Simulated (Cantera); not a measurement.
What does this Cantera script print?

```python
import numpy as np
import cantera as ct

surf = ct.Interface("diamond.yaml", "diamond_100")
gas, bulk = surf.adjacent["gas"], surf.adjacent["diamond"]
k = surf.kinetics_species_index(bulk.species_names[0])
cover = ["c6HH", "c6H*", "c6*H", "c6**", "c6HM", "c6B"]

rows, drift = [], 0.0
print(f"{'xH':>10s}{'um/h':>11s}" + "".join(f"{s:>11s}" for s in cover))
for v in [0.0001, 0.0002, 0.00038, 0.00075, 0.0015, 0.0029, 0.0056, 0.011, 0.021]:
    T, P, xH, xCH3 = 1173, 18000, v, 0.00053
    gas.TPX = T, P, {"H": xH, "CH3": xCH3, "CH4": 0.0083, "H2": 1 - xH - xCH3 - 0.0083}
    surf.TP = bulk.TP = T, P
    surf.coverages = "c6H*:0.1, c6HH:0.9"
    surf.advance_coverages(100.0)
    before = surf.coverages
    surf.advance_coverages(100.0)
    drift = max(drift, np.max(np.abs(surf.coverages - before) / (surf.coverages + 1e-9)))
    rate = surf.net_production_rates[k] * bulk.mean_molecular_weight / bulk.density * 3.6e9
    rows.append([rate, *surf[cover].coverages])
    print(f"{v:10.4g}{rate:11.4e}" + "".join(f"{x:11.3e}" for x in rows[-1][1:]))
```

Result:

```
        xH       um/h       c6HH       c6H*       c6*H       c6**       c6HM        c6B
    0.0001 2.6440e+00  5.776e-01  2.485e-02  3.358e-01  3.818e-03  3.118e-02  7.175e-09
    0.0002 5.9406e+00  5.136e-01  2.841e-02  3.839e-01  7.255e-03  3.680e-02  1.612e-08
   0.00038 1.1500e+01  4.762e-01  3.047e-02  4.116e-01  1.138e-02  3.977e-02  3.120e-08
   0.00075 2.1151e+01  4.543e-01  3.184e-02  4.299e-01  1.595e-02  3.937e-02  5.740e-08
    0.0015 3.5346e+01  4.454e-01  3.287e-02  4.434e-01  1.997e-02  3.449e-02  9.591e-08
    0.0029 5.1345e+01  4.444e-01  3.374e-02  4.544e-01  2.283e-02  2.668e-02  1.393e-07
    0.0056 6.6617e+01  4.468e-01  3.453e-02  4.636e-01  2.479e-02  1.824e-02  1.808e-07
     0.011 7.8897e+01  4.498e-01  3.527e-02  4.704e-01  2.609e-02  1.111e-02  2.141e-07
     0.021 8.6866e+01  4.521e-01  3.598e-02  4.744e-01  2.689e-02  6.437e-03  2.357e-07
```

Detailed kinetics in Cantera: the Harris–Goodwin 1993 mechanism for the reconstructed diamond (100) surface.
